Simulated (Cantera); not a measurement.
A Cantera script and its output.

```python
import numpy as np
import cantera as ct

gas = ct.Solution("gri30.yaml")
gas.TPX = 600, 1100000, {'CH4': 1, 'O2': 2.2, 'N2': 8.26}
inlet = ct.Reservoir(gas, clone=True)
gas.equilibrate("HP")  # start burning
reactor = ct.IdealGasConstPressureReactor(gas, energy="on", clone=False)
exhaust = ct.Reservoir(gas, clone=True)
tau = [0.08, 0.04, 0.02, 0.01, 0.0051, 0.0026, 0.0013, 0.00065, 0.00032, 0.00016, 8.2e-05][0]
for a, b in ((inlet, reactor), (reactor, exhaust)):
    ct.MassFlowController(a, b, mdot=lambda t: reactor.mass / tau)
net = ct.ReactorNet([reactor])
show = ['CH4', 'O2', 'C2H', 'C2H4', 'NO', 'H2O']

rows = []
print(f"{'tau/s':>10s}{'T/K':>9s}" + "".join(f"{s:>11s}" for s in show))
for tau in [0.08, 0.04, 0.02, 0.01, 0.0051, 0.0026, 0.0013, 0.00065, 0.00032, 0.00016, 8.2e-05]:
    net.initial_time = 0.0
    net.advance(30 * tau)
    before = gas.X
    net.advance(40 * tau)
    drift = np.max(np.abs(gas.X - before) / (gas.X + 1e-9))
    rows.append([gas.T, *gas[show].X, drift])
    print(f"{tau:10.3e}{gas.T:9.1f}" + "".join(f"{x:11.3e}" for x in gas[show].X))
```

Output:

```
     tau/s      T/K        CH4         O2        C2H       C2H4         NO        H2O
 8.000e-02   2360.0  4.647e-07  1.671e-02  6.443e-14  4.714e-12  3.912e-03  1.709e-01
 4.000e-02   2360.7  9.167e-07  1.699e-02  2.463e-13  1.830e-11  3.375e-03  1.709e-01
 2.000e-02   2361.3  1.797e-06  1.737e-02  9.358e-13  7.004e-11  2.687e-03  1.708e-01
 1.000e-02   2361.3  3.499e-06  1.780e-02  3.501e-12  2.630e-10  1.963e-03  1.707e-01
 5.100e-03   2359.9  6.617e-06  1.824e-02  1.226e-11  9.246e-10  1.354e-03  1.706e-01
 2.600e-03   2356.0  1.232e-05  1.872e-02  4.087e-11  3.106e-09  9.058e-04  1.703e-01
 1.300e-03   2348.1  2.277e-05  1.934e-02  1.298e-10  1.001e-08  6.062e-04  1.698e-01
 6.500e-04   2334.5  4.075e-05  2.020e-02  3.690e-10  2.911e-08  4.242e-04  1.690e-01
 3.200e-04   2313.1  7.178e-05  2.147e-02  9.506e-10  7.794e-08  3.099e-04  1.677e-01
 1.600e-04   2283.6  1.234e-04  2.320e-02  2.175e-09  1.892e-07  2.350e-04  1.660e-01
 8.200e-05   2245.6  2.102e-04  2.548e-02  4.572e-09  4.360e-07  1.801e-04  1.640e-01
```

Detailed kinetics in Cantera: GRI-Mech 3.0 (53 species, 325 reactions).
